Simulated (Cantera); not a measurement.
**Premixed flame**

A freely propagating, adiabatic, planar premixed flame of 7.66 % CH₄, 19.4 % O₂, 73.0 % N₂, unburnt at 500 K and 128 Torr; mixture-averaged transport, grid criteria slope 0.08 and curve 0.16, no radiation.

Model: GRI-Mech 3.0 (53 species, 325 reactions), integrated in Cantera. Burning velocities carry a grid error of a few per cent, more on coarse grids.

| z (mm) | T (K) | u (m/s) | x CH₄ | x O₂ | x HCO | x NO | x C₂H₆ | x NO₂ |
|---|---|---|---|---|---|---|---|---|
| -5.41 | 500 | 1.13 | 0.0766 | 0.194 | <1e-8 | <1e-8 | <1e-8 | <1e-8 |
| -3.61 | 501 | 1.13 | 0.0765 | 0.194 | <1e-8 | <1e-8 | 1.60e-7 | <1e-8 |
| -2.71 | 503 | 1.14 | 0.0762 | 0.193 | <1e-8 | <1e-8 | 1.60e-6 | <1e-8 |
| -1.80 | 536 | 1.22 | 0.0741 | 0.191 | <1e-8 | 1.81e-8 | 3.32e-5 | <1e-8 |
| -0.902 | 825 | 1.90 | 0.0571 | 0.169 | 4.14e-7 | 2.77e-7 | 0.000484 | <1e-8 |
| -0.451 | 1179 | 2.74 | 0.0335 | 0.136 | 1.16e-5 | 7.73e-7 | 0.000556 | <1e-8 |
| 0 | 1533 | 3.59 | 0.00940 | 0.0938 | 5.75e-5 | 1.75e-6 | 6.16e-5 | <1e-8 |
| 0.451 | 1682 | 3.94 | 0.000995 | 0.0678 | 2.24e-5 | 2.97e-6 | 4.53e-7 | <1e-8 |
| 0.902 | 1717 | 4.02 | 6.03e-5 | 0.0580 | 1.91e-6 | 3.84e-6 | <1e-8 | <1e-8 |
| 1.80 | 1748 | 4.07 | 1.95e-7 | 0.0523 | 1.88e-8 | 4.93e-6 | <1e-8 | <1e-8 |
| 3.61 | 1789 | 4.15 | <1e-8 | 0.0495 | <1e-8 | 6.65e-6 | <1e-8 | <1e-8 |
| 7.22 | 1843 | 4.25 | <1e-8 | 0.0478 | <1e-8 | 9.68e-6 | <1e-8 | <1e-8 |
| 14.4 | 1909 | 4.39 | <1e-8 | 0.0462 | <1e-8 | 1.50e-5 | <1e-8 | <1e-8 |
x: mole fraction of selected species; z is measured from the peak of heat release.

laminar burning velocity: 113 cm/s
thermal thickness: 1.80 mm
peak x(HCO): 5.84e-5
peak x(C₂H₆): 0.000648
grid points: 140
